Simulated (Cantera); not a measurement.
# Ignition delay

Mixture: CH₄ : CO : O₂ : N₂ = 1 : 0.41 : 1.38 : 4.55 (molar parts), equivalence ratio 1.6, at 1.01 bar, adiabatic and at constant volume. Ignition delay is the time to a rise of 400 K.

Computed with Cantera and GRI-Mech 3.0 (53 species, 325 reactions).

| T0 (K) | delay (ms) |
|---|---|
| 1273 | 22.6 |
| 1348 | 8.04 |
| 1423 | 3.11 |
| 1498 | 1.32 |
| 1573 | 0.615 |

The apparent activation energy between 1423 and 1573 K is 200 kJ/mol.
